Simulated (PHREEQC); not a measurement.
Model water analysis in mmol/kgw, 25 °C, pH 7.03:

```csv
constituent,mmol/kgw
Na,135
K,10.9
Ca,16.4
Mg,6.28
Cl,171
S(6),5.83
Alkalinity (meq/kgw),0.151
Si,0.0472
```

Cl is adjusted to close the charge balance.
Valence states are taken as typed.

Computed with PHREEQC (Pitzer model, pitzer.dat).

No solid was allowed to form.

### Question
Predict the activity of water.

### Answer
activity of water 0.994.

### Question
In which forms is C present?

### Answer
HCO3- 86 %, CO2 14 % of the C.

Complexes and solids missing from the database can't appear.
